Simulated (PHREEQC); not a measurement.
Reverse-osmosis permeate

A made-up water analysis in mg/L, 25 °C, pH 6.29, pe -0.7:

| constituent | mg/L |
|---|---|
| Na | 1.8 |
| K | 0.0183 |
| Ca | 0.327 |
| Mg | 0.112 |
| Cl | 1.75 |
| S(6) as SO4 | 1.56 |
| Alkalinity as HCO3 | 1.4 |
| Mn(2) | 0.00105 |
| Br | 0.00102 |
| F | 0.0374 |
| N(-3) as NH4 | 0.000463 |
| Fe(2) | 0.00564 |

Valence states are taken as typed.

Model: ion-association model, wateq4f.dat, run in PHREEQC.

Each row changes one thing in this solution. This is a speciation only: nothing precipitates in the calculation.

```csv
case,CO2 (mol/kgw),HCO3- (mol/kgw),CaSO4 (mol/kgw),MgSO4 (mol/kgw),NaSO4- (mol/kgw),CaHCO3+ (mol/kgw),SI of Siderite (FeCO3),SI of Rhodochrosite (MnCO3)
as made,2.67e-5,2.34e-5,2.36e-8,1.57e-8,6.02e-9,2.30e-9,-4.81,-5.29
pH from 6.29 to 5.99 at the same alkalinity,5.44e-5,2.40e-5,2.36e-8,1.57e-8,6.02e-9,2.36e-9,-5.10,-5.58
Fe(2) from 0.00564 to 0.0169 mg/L,2.67e-5,2.34e-5,2.36e-8,1.57e-8,6.02e-9,2.30e-9,-4.33,-5.29
all concentrations times 4 at the same typed pH,0.000104,9.22e-5,3.36e-7,2.22e-7,9.08e-8,3.42e-8,-3.64,-4.13
```

Fluoro complexes past AlF4- and FeF3 are missing from the database.
